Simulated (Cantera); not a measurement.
A perfectly stirred reactor is fed with 24.0 % CO, 13.0 % H₂, 13.2 % O₂, 49.8 % N₂, equivalence ratio 1.4, at 10500 Torr; it is adiabatic with a 625 K inlet, and is followed from long to short residence time, starting on the burning branch (τ in s: 0.11, 0.044, 0.017, 0.0066, 0.0026, 0.001, 0.00039, 0.00015, 5.8e-05, 2.3e-05, 8.8e-06, 3.4e-06).

Model: GRI-Mech 3.0 (53 species, 325 reactions), integrated in Cantera. The hydrogen kinetics of GRI-Mech 3.0 are dated; newer H2 mechanisms differ, most at raised pressure. The pressure lies above the range GRI-Mech 3.0 was tuned for (to about 10 atm).

### Question
Predict: blow-out, bracketed by the residence times tried; x(CO) at τ = 0.110 s; x(H₂) at τ = 0.110 s; x(O₂) at τ = 0.110 s; x(H₂O) at τ = 0.110 s; x(NO) at τ = 0.110 s; x(CO) at τ = 0.390 ms; x(H₂) at τ = 0.390 ms; x(O₂) at τ = 0.390 ms; x(H₂O) at τ = 0.390 ms; x(NO) at τ = 0.390 ms.

### Answer
| Property | Value |
|---|---|
| blow-out, bracketed by the residence times tried | burning at 3.40 µs, the shortest tried |
| x(CO) at τ = 0.110 s | 0.111 |
| x(H₂) at τ = 0.110 s | 0.0139 |
| x(O₂) at τ = 0.110 s | 0.000584 |
| x(H₂O) at τ = 0.110 s | 0.133 |
| x(NO) at τ = 0.110 s | 0.00120 |
| x(CO) at τ = 0.390 ms | 0.114 |
| x(H₂) at τ = 0.390 ms | 0.0144 |
| x(O₂) at τ = 0.390 ms | 0.00243 |
| x(H₂O) at τ = 0.390 ms | 0.131 |
| x(NO) at τ = 0.390 ms | 0.000667 |
